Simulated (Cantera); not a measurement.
# Equilibrium for chlorosilane synthesis and conversion: SiCl4 + Cl2 + H2

Charge: 1 mol SiCl4, 0.67 mol Cl2, 2.1 mol H2, at 652 °C and 1 atm.

Method: chemical equilibrium by Gibbs-energy minimisation in Cantera with the NASA 1993 tables (ideal gas, pure condensed phases). Candidate condensed phases: Si; 19 gas species. The tables' values for SiCl3 are old estimates; treat these amounts as uncertain. Rates play no part.

```json
{
  "x(H2)": "0.378",
  "x(HCl)": "0.356",
  "x(SiCl4)": "0.264",
  "x(SiHCl3)": "0.00102",
  "x(SiCl3)": "1.01e-5",
  "gas_amount": "3.770 mol",
  "log10 activity of Si(s) (absent)": "-7.50"
}
```
